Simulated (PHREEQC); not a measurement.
## Polishing slurry liquid (model solution)

A solution holds 0.055 mol/kgw H2SO4 and 0.0031 mol/kgw H3BO3, at 25 °C. Closed to the air; pH follows from the charge balance.

The numbers come from PHREEQC with the Pitzer model, pitzer.dat.

```yaml
pH: 1.24
ionic_strength: 0.0908 mol/kgw
specific_conductance: 25000 µS/cm
density: 1.001 g/cm³
osmotic_coefficient: 0.899
total_alkalinity: -110 meq/kg
```

```json
[
 {"species": "H+", "molality": "0.0729", "activity": "0.0575", "log γ": "-0.103"},
 {"species": "HSO4-", "molality": "0.0371", "activity": "0.0296", "log γ": "-0.098"},
 {"species": "SO4-2", "molality": "0.0179", "activity": "0.00540", "log γ": "-0.520"},
 {"species": "B(OH)3", "molality": "0.00310", "activity": "0.00310", "log γ": "0.000"}
]
```

Precipitation was switched off in this run.
